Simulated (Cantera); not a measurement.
Charge: 1 mol MgO, 2.1 mol CO, 3.3 mol H2, 5.1 mol CH4, equilibrated at 1300 K and 440 Pa.

These are equilibrium values from Cantera (NASA tables, ideal gas, pure condensed phases), not measurements of a reactor. Candidate condensed phases: C, C6H6, C7H8, C8H18, H2O, Mg, MgCO3, MgO, Mg(OH)2; 116 gas species. Rates play no part.

Base state: H2 0.865, CO 0.135, Mg 0.000105, CH4 2.59e-5, H 1.55e-5 (mole fractions); condensed: C(graphite) + MgO(s).

Problem. What changes in the equilibrium state with this change: temperature from 1300 K to 2000 K?

Solution. 
```
species             before     after
----------------  --------  --------
H2                   0.865     0.748
CO                   0.135     0.174
Mg                0.000105    0.0562
H                  1.55e-5    0.0212
C2H2 (acetylene)   4.98e-7  0.000574
MgH                5.23e-8   5.00e-5
CH4                2.59e-5   1.04e-6
C(graphite), mol      5.10      4.08
MgO(s), mol          0.998         0
```
The tables' values for MgH are old estimates; treat these amounts as uncertain.
